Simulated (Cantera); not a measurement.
Feed: 1 mol MgO, 0.74 mol SO2, 0.35 mol H2O, at 673 K and 0.190 bar.

Equilibrium computed with Cantera from the NASA thermochemical tables; the gas is ideal and each condensed phase is pure. Candidate condensed phases: H2O, H2SO4, Mg, MgO, Mg(OH)2, MgS, MgSO4, S; 26 gas species. Gases not in the tables: S3 to S7. Rates play no part.

Base state: H2O 0.647, H2S 0.282, S8 0.0285, S2 0.0219, SO2 0.0194, S2O 0.000385, H2 0.000177 (mole fractions); condensed: MgO(s) + MgSO4(s).

Q: What changes in the equilibrium state with this change: pressure from 0.190 bar to 0.0270 bar?

A: 
| species | before | after |
|---|---|---|
| H2O | 0.647 | 0.609 |
| H2S | 0.282 | 0.172 |
| SO2 | 0.0194 | 0.122 |
| S2 | 0.0219 | 0.0803 |
| S8 | 0.0285 | 0.0147 |
| S2O | 0.000385 | 0.00157 |
| H2 | 0.000177 | 0.000149 |
| MgO(s), mol | 0.476 | 0.518 |
| MgSO4(s), mol | 0.524 | 0.482 |

Q: What changes in the equilibrium state with this change: MgO replaced by Fe2O3?

A: 
| species | before | after |
|---|---|---|
| SO2 | 0.0194 | 0.679 |
| H2O | 0.647 | 0.321 |
| H2 | 0.000177 | 7.45e-8 |
| H2S | 0.282 | 3.02e-9 |
| S8 | 0.0285 | <1e-9 |
| S2 | 0.0219 | <1e-9 |
| S2O | 0.000385 | <1e-9 |
| MgO(s), mol | 0.476 | 0 |
| MgSO4(s), mol | 0.524 | 0 |
| Fe2O3(s), mol | 0 | 1.00 |
Further candidate phases: Fe, FeO, Fe(OH)2, Fe(OH)3, FeS, FeSO4, FeS2, Fe2O3, Fe2(SO4)3, Fe3O4.

Q: What changes in the equilibrium state with this change: SO2 from 0.74 to 0.07 mol?

A: 
```json
[
 {"species": "H2O", "before": "0.647", "after": "0.943"},
 {"species": "H2S", "before": "0.282", "after": "0.0453"},
 {"species": "SO2", "before": "0.0194", "after": "0.0112"},
 {"species": "S8", "before": "0.0285", "after": "5.11e-8"},
 {"species": "S2", "before": "0.0219", "after": "0.000803"},
 {"species": "S2O", "before": "0.000385", "after": "2.45e-5"},
 {"species": "H2", "before": "0.000177", "after": "0.000148"},
 {"species": "MgO(s), mol", "before": "0.476", "after": "0.951"},
 {"species": "MgSO4(s), mol", "before": "0.524", "after": "0.0494"}
]
```
